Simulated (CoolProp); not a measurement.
A closed Brayton cycle with carbon dioxide: compressor inlet 325.15 K and 8.8 MPa, high pressure 17.5 MPa, turbine inlet 985 K, compressor efficiency 0.89, turbine efficiency 0.85, recuperator effectiveness 0 (on enthalpy, no pinch check). Each further row changes one setting.

Values from CoolProp's reference Helmholtz-energy equation of state, Span 1996.

```
case                           thermal efficiency (%)  net work (kJ/kg)  compressor to turbine work  compressor exit (K)  turbine exit (K)
-----------------------------  ----------------------  ----------------  --------------------------  -------------------  ----------------
as stated                                         9.6              75.6                        0.28                378.9             896.8
turbine inlet 935 K                               9.7              70.0                        0.30                378.9             849.8
compressor inlet 335.15 K                         9.4               [?]                         [?]                393.8             896.8
high pressure 14.9 MPa                            7.5              59.6                         [?]                366.2             917.0
recuperator effectiveness 0.5                    15.8              75.6                        0.28                378.9             896.8
```

Question: What belongs in the gaps?

Answer: 
- compressor inlet 335.15 K, net work (kJ/kg): 71.0
- compressor inlet 335.15 K, compressor to turbine work: 0.33
- high pressure 14.9 MPa, compressor to turbine work: 0.27
